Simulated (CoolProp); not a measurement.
Computed with CoolProp (reference Helmholtz-energy equation of state, de Reuck 1990).

### Question
For fluorine, give the phase and the cp (kJ/(kg K)), cv (kJ/(kg K)) at 140.1 K and 863 kPa; 218.6 K and 863 kPa; 231.7 K and 863 kPa.

### Answer
- 140.1 K and 863 kPa: gas; cp 0.865, cv 0.579
- 218.6 K and 863 kPa: gas; cp 0.809, cv 0.574
- 231.7 K and 863 kPa: gas; cp 0.811, cv 0.578
